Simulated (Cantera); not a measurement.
Cantera run:

```python
import numpy as np
import cantera as ct

gas_names = """
    H HO2 H2 H2O H2O2 O OH O2 O3 V VO VO2
""".split()
cond_names = """
    H2O(s) H2O(L) V(cr) V(L) VO(s) VO(L) V2O3(s) V2O3(L) V2O4(I) V2O4(II) V2O4(L) V2O5(s) V2O5(L)
""".split()


# ... load() reads the species with a 1 bar reference pressure and builds the phases ...
atoms = {
    'V2O5': {'V': 2, 'O': 5},
    'H2': {'H': 2},
}
top_T = {}  # K; cautious upper limits of use, not melting points


# ... equilibrate(T, P, feed) seeds the gas with the atoms and calls Mixture.equilibrate('TP', solver="vcs", rtol=1e-11, max_steps=5000) ...
results = []
feed = {'V2O5': 1, 'H2': 0.51}  # mol
P = 1800  # Pa
for T in [1223, 1273, 1323, 1373, 1423, 1473, 1523, 1573, 1623]:
    mix = equilibrate(T, P, feed)
    results.append((T, P, feed, dict(zip(mix.species_names, mix.species_moles))))
    x = sorted(zip(gas.X, gas.species_names), reverse=True)
    print(f"T = {T:g} K  P = {P:g} Pa  gas = {mix.phase_moles(0):.4g} mol")
    print("   x: " + "  ".join(f"{s} {v:.3e}" for v, s in x if v > 1e-05))
    print("   condensed (mol): " + ("  ".join(f"{mix.phase(i).name} {mix.phase_moles(i):.4g}"
          for i in range(1, mix.n_phases) if mix.phase_moles(i) > 1e-12) or "none"))
```

It prints:

```
T = 1223 K  P = 1800 Pa  gas = 0.6241 mol
   x: H2O 8.171e-01  O2 1.829e-01  OH 3.066e-05
   condensed (mol): V2O4(II) 0.7383  V2O5(L) 0.2617
T = 1273 K  P = 1800 Pa  gas = 0.725 mol
   x: H2O 7.034e-01  O2 2.965e-01  OH 6.020e-05
   condensed (mol): V2O4(II) 0.94  V2O5(L) 0.06003
T = 1323 K  P = 1800 Pa  gas = 0.755 mol
   x: H2O 6.754e-01  O2 3.245e-01  OH 1.079e-04
   condensed (mol): V2O4(II) 1
T = 1373 K  P = 1800 Pa  gas = 0.755 mol
   x: H2O 6.754e-01  O2 3.244e-01  OH 1.849e-04
   condensed (mol): V2O4(II) 1
T = 1423 K  P = 1800 Pa  gas = 0.7551 mol
   x: H2O 6.753e-01  O2 3.244e-01  OH 3.053e-04
   condensed (mol): V2O4(II) 1
T = 1473 K  P = 1800 Pa  gas = 0.7551 mol
   x: H2O 6.751e-01  O2 3.243e-01  OH 4.870e-04  O 1.185e-05  H2 1.157e-05
   condensed (mol): V2O4(II) 1
T = 1523 K  P = 1800 Pa  gas = 0.7552 mol
   x: H2O 6.749e-01  O2 3.242e-01  OH 7.534e-04  O 2.341e-05  H2 2.263e-05
   condensed (mol): V2O4(II) 1
T = 1573 K  P = 1800 Pa  gas = 0.7553 mol
   x: H2O 6.746e-01  O2 3.241e-01  OH 1.134e-03  O 4.432e-05  H2 4.241e-05  VO2 2.769e-05
   condensed (mol): V2O4(II) 1
T = 1623 K  P = 1800 Pa  gas = 0.7554 mol
   x: H2O 6.742e-01  O2 3.239e-01  OH 1.663e-03  O 8.068e-05  VO2 7.899e-05  H2 7.649e-05
   condensed (mol): V2O4(II) 1
```

Equilibrium computed with Cantera from the NASA thermochemical tables; the gas is ideal and each condensed phase is pure. Mutual solubility and eutectic melting of coexisting phases are not modelled. Condensed phases not in the tables: the oxides between V2O3 and V2O5 other than VO2. Gases not in the tables: V4O10.
